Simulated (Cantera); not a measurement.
Charge: 1 mol PbCl₂, 0.53 mol HCl, 0.32 mol H₂, equilibrated at 1.33 mbar.

Cantera equilibrium calculation (NASA polynomials, part measured and part estimated; ideal gas, pure solids and liquids). Candidate condensed phases: Pb, PbCl₂; 10 gas species. The tables' values for PbCl₄ are old estimates; treat these amounts as uncertain. Equilibrium is a limit: real reactors are often held back by kinetics, nucleation or transport.

x: gas mole fraction; nothing condenses.

```
T (K)  x HCl      x Cl  x PbCl  x PbCl₂    x Pb      x H₂
-----  -----  --------  ------  -------  ------  --------
1275   0.519   7.55e-5   0.219    0.220  0.0274    0.0139
1350   0.529  0.000355   0.226    0.207  0.0300   0.00657
1425   0.534       ___   0.229    0.200  0.0314       ___
1500   0.534       ___   0.232    0.194  0.0325       ___
1575   0.529    0.0161   0.236    0.182  0.0350  0.000888
1650   0.516    0.0408   0.241    0.159  0.0411  0.000610
1725   0.493    0.0836   0.245    0.123  0.0542  0.000539
1800   0.462     0.140   0.238   0.0806  0.0773  0.000612
1875   0.429     0.201   0.213   0.0446   0.111  0.000846
1950   0.398     0.256   0.172   0.0211   0.150   0.00134
```

Q: Complete the blanks.

A: 
- 1500, x Cl: 0.00524
- 1500, x H₂: 0.00157
- 1425, x Cl: 0.00146
- 1425, x H₂: 0.00312
